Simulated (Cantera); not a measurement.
## Equilibrium for silicon nitride deposition: SiH₄ + N₂

Feed: 1 mol SiH₄, 0.21 mol N₂, held at 1448 K and 1900 Pa.

Method: chemical equilibrium by Gibbs-energy minimisation in Cantera with the NASA 1993 tables (ideal gas, pure condensed phases). Candidate condensed phases: Si, Si₃N₄; 18 gas species. N₂ is the only nitrogen source here; it is nearly inert below about 1500 K, so the nitride shown seldom forms there in practice. Mutual solubility and eutectic melting of coexisting phases are not modelled. Equilibrium is a limit: real reactors are often held back by kinetics, nucleation or transport.

```json
{
  "x(H₂)": "0.999",
  "x(N₂)": "0.000863",
  "x(H)": "6.68e-5",
  "n(Si(s))": "0.688 mol",
  "n(Si₃N₄(s))": "0.104 mol",
  "gas_amount": "2.002 mol"
}
```
